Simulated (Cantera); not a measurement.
Feed: 1 mol PbO, 1.9 mol CO, 2 mol N₂.

These are equilibrium values from Cantera (NASA tables, ideal gas, pure condensed phases), not measurements of a reactor. Candidate condensed phases: C, Pb, PbO, PbO₂, Pb₃O₄; 27 gas species. Equilibrium is a limit: real reactors are often held back by kinetics, nucleation or transport.

What condenses at these points (T in K, P in Pa): (1825, 3200); (2125, 1000000); (1525, 22000); (2025, 3200); (1725, 150000)?


```tsv
T (K)	P in Pa	condensed phases	Pb condensed (%)
1825	3200	gas only	0.0
2125	1000000	Pb	17.1
1525	22000	Pb	35.6
2025	3200	gas only	0.0
1725	150000	Pb	52.7
```
